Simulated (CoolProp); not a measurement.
Propylene along the isotherm 393.6 K: density (kg/m³) from the reference equation and from simpler models built on Tc = 364.2 K, pc = 4555 kPa, ω = 0.146; each cubic takes its own stable root.

Model: reference Helmholtz-energy equation of state, Lemmon 2013, in CoolProp.

```csv
p (kPa),phase,reference
526,gas,6.984
1050,gas,14.43
1580,gas,22.54
2100,gas,31.17
2630,gas,40.81
3150,gas,51.30
3680,gas,63.33
4200,gas,76.88
4730,supercritical,93.17
5260,supercritical,113.1
5780,supercritical,138.0
6310,supercritical,171.0
6830,supercritical,210.5
```

**Question.** How far does each simpler model (van der Waals, Soave-Redlich-Kwong) lie from the reference over these 13 states: mean and median of the absolute difference, and the worst?

**Answer.** 
- van der Waals: mean 2.3 %, median 1.0 %, worst +10.2 % at 393.6 K and 6310 kPa
- Soave-Redlich-Kwong: mean 1.9 %, median 0.7 %, worst -9.3 % at 393.6 K and 6830 kPa
